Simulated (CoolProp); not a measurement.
Aqueous ammonia as a coolant, 8 % by mass, freezing at -10.4 °C, 1 atm.

Values from CoolProp's Melinder's fits for secondary coolants.

| T (°C) | Prandtl number | density (kg/m³) | viscosity (mPa s) | cp (kJ/(kg K)) |
|---|---|---|---|---|
| -0.6 | 16.6 | 969.4 | 2.00 | 4.217 |
| 1.9 | 15.1 | 969.1 | 1.84 | 4.213 |
| 4.5 | 13.8 | 968.7 | 1.70 | 4.209 |
| 7.1 | 12.7 | 968.2 | 1.57 | 4.205 |
| 9.7 | 11.7 | 967.7 | 1.46 | 4.201 |
| 12.3 | 10.8 | 967.1 | 1.36 | 4.198 |
| 14.9 | 10.0 | 966.5 | 1.27 | 4.195 |
| 17.5 | 9.30 | 965.8 | 1.19 | 4.193 |
| 20 | 8.67 | 965.1 | 1.12 | 4.192 |
| 22.6 | 8.05 | 964.2 | 1.05 | 4.190 |
| 25.2 | 7.47 | 963.4 | 0.982 | 4.190 |
| 27.8 | 6.91 | 962.5 | 0.918 | 4.190 |
